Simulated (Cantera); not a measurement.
A closed system holds: 1 mol CH3SiCl3, 0.28 mol C2H4, 1.4 mol H2, equilibrated at 2023.15 K and 0.950 bar.

Method: chemical equilibrium by Gibbs-energy minimisation in Cantera with the NASA 1993 tables (ideal gas, pure condensed phases). Candidate condensed phases: C, C6H6, C7H8, C8H18, Si, SiC; 109 gas species. The feed counts by its element totals alone. The tables' values for SiCl3, SiCl are old estimates; treat these amounts as uncertain. The numbers say what is thermodynamically allowed, not how fast it happens.

Base state: H2 0.472, HCl 0.454, SiCl2 0.0607, SiCl3 0.00828, H 0.00134, SiCl4 0.00125, Cl 0.000957, SiHCl3 0.000533 (mole fractions); condensed: C(graphite) + SiC(s).

**Question.** What changes in the equilibrium state with this change: pressure from 0.950 bar to 0.610 bar?

**Answer.** 
```csv
species,before,after
H2,0.472,0.470
HCl,0.454,0.457
SiCl2,0.0607,0.0618
SiCl3,0.00828,0.00682
CH4,8.47e-5,5.38e-5
SiH2Cl2,4.41e-5,2.87e-5
"C(graphite), mol",0.905,0.901
"SiC(s), mol",0.650,0.654
```
